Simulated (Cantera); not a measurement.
What does this Cantera script print?

```python
import numpy as np
import cantera as ct

gas_names = """
    CL CL2 H HCL H2 Si SiCL SiCL2 SiCL3 SiCL4 SiH SiHCL3 SiH2 SiH2CL2 SiH3 SiH3CL SiH4 Si2 Si3
""".split()
cond_names = """
    Si(cr) Si(L)
""".split()


# ... load() reads the species with a 1 bar reference pressure and builds the phases ...
atoms = {
    'SiCl4': {'Si': 1, 'CL': 4},
    'HCl': {'H': 1, 'CL': 1},
    'H2': {'H': 2},
}
top_T = {}  # K; cautious upper limits of use, not melting points


# ... equilibrate(T, P, feed) seeds the gas with the atoms and calls Mixture.equilibrate('TP', solver="vcs", rtol=1e-11, max_steps=5000) ...
results = []
T = 1123.15  # K
P = 2200000  # Pa
for m in [0.34, 0.41, 0.5, 0.6, 0.73, 0.88, 1.1, 1.3, 1.6, 1.9, 2.3, 2.8, 3.3]:
    feed = {'SiCl4': 1, 'HCl': 2.1, 'H2': m}  # mol
    mix = equilibrate(T, P, feed)
    results.append((T, P, feed, dict(zip(mix.species_names, mix.species_moles))))

top = {s: max(r[3][s] / sum(r[3][g] for g in gas_names) for r in results) for s in gas_names}
cols = sorted((s for s in top if top[s] > 0.001), key=lambda s: -top[s])[:5]
seen = [c for c in cond_names if any(r[3].get(c, 0) > 1e-12 for r in results)]
print("log10 of partial pressures in bar; condensed amounts in mol")
print(f"{'n(H2)':>10s}" + "".join(f"{s[:9]:>10s}" for s in cols + seen))
for T, P, feed, n in results:
    ng = sum(n[g] for g in gas_names)
    print(f"{feed['H2']:10.4g}" + "".join(f"{np.log10(max(n[s] / ng * P / 1e5, 1e-99)):10.3f}" for s in cols)
          + "".join(f"{n.get(c, 0):10.4g}" for c in seen))
```

Result:

```
log10 of partial pressures in bar; condensed amounts in mol
     n(H2)       HCL        H2     SiCL4    SiHCL3
      0.34     1.129     0.334     0.805    -1.756
      0.41     1.120     0.406     0.796    -1.683
       0.5     1.109     0.481     0.784    -1.609
       0.6     1.097     0.549     0.772    -1.542
      0.73     1.083     0.619     0.757    -1.473
      0.88     1.066     0.683     0.739    -1.409
       1.1     1.043     0.757     0.715    -1.336
       1.3     1.023     0.809     0.694    -1.285
       1.6     0.995     0.871     0.665    -1.225
       1.9     0.969     0.919     0.637    -1.179
       2.3     0.936     0.968     0.602    -1.131
       2.8     0.898     1.015     0.562    -1.087
       3.3     0.864     1.051     0.525    -1.053
```

These are equilibrium values from Cantera (NASA tables, ideal gas, pure condensed phases), not measurements of a reactor. The tables' values for SiCl3 are old estimates; treat these amounts as uncertain.
